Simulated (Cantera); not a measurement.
An adiabatic, constant-pressure homogeneous reactor starts with CH₄ : C₂H₆ : O₂ : N₂ = 1 : 0.096 : 1.95 : 7.32 (molar parts), at 1500 K and 10.0 bar. Integrator tolerance rtol = 1e-08.

Model: GRI-Mech 3.0 (53 species, 325 reactions), integrated in Cantera.

### Question
What does this change do: pressure from 10.0 bar to 0.210 bar?

### Answer
| quantity | before | after |
|---|---|---|
| time of steepest temperature rise | 63.9 µs | 0.888 ms |
| temperature at 0.400 s | 2917 K | 2644 K |
| equilibrium temperature | 2917 K | 2644 K |
| x(CH₄) at 0.400 s | <1e-12 (gas-phase equilibrium <1e-12) | <1e-12 (gas-phase equilibrium <1e-12) |
| x(C₂H₆) at 0.400 s | <1e-12 (gas-phase equilibrium <1e-12) | <1e-12 (gas-phase equilibrium <1e-12) |
| x(O₂) at 0.400 s | 0.00403 (gas-phase equilibrium 0.00403) | 0.0105 (gas-phase equilibrium 0.0105) |
| x(OH) at 0.400 s | 0.0121 (gas-phase equilibrium 0.0121) | 0.0189 (gas-phase equilibrium 0.0189) |
| x(HCN) at 0.400 s | 2.85e-8 (gas-phase equilibrium 2.85e-8) | 1.08e-9 (gas-phase equilibrium 1.08e-9) |
| x(NO) at 0.400 s | 0.00548 (gas-phase equilibrium 0.00548) | 0.00595 (gas-phase equilibrium 0.00595) |

### Question
What does this change do: CH4 1 to 1.5 parts?

### Answer
```json
[
 {"quantity": "time of steepest temperature rise", "before": "63.9 µs", "after": "96.9 µs"},
 {"quantity": "temperature at 0.400 s", "before": "2917 K", "after": "2713 K"},
 {"quantity": "equilibrium temperature", "before": "2917 K", "after": "2713 K"},
 {"quantity": "x(CH₄) at 0.400 s", "before": "<1e-12 (gas-phase equilibrium <1e-12)", "after": "1.40e-10 (gas-phase equilibrium 1.58e-10)"},
 {"quantity": "x(C₂H₆) at 0.400 s", "before": "<1e-12 (gas-phase equilibrium <1e-12)", "after": "<1e-12 (gas-phase equilibrium <1e-12)"},
 {"quantity": "x(O₂) at 0.400 s", "before": "0.00403 (gas-phase equilibrium 0.00403)", "after": "4.66e-5 (gas-phase equilibrium 4.66e-5)"},
 {"quantity": "x(OH) at 0.400 s", "before": "0.0121 (gas-phase equilibrium 0.0121)", "after": "0.00227 (gas-phase equilibrium 0.00227)"},
 {"quantity": "x(HCN) at 0.400 s", "before": "2.85e-8 (gas-phase equilibrium 2.85e-8)", "after": "4.29e-7 (gas-phase equilibrium 4.29e-7)"},
 {"quantity": "x(NO) at 0.400 s", "before": "0.00548 (gas-phase equilibrium 0.00548)", "after": "0.000420 (gas-phase equilibrium 0.000420)"}
]
```
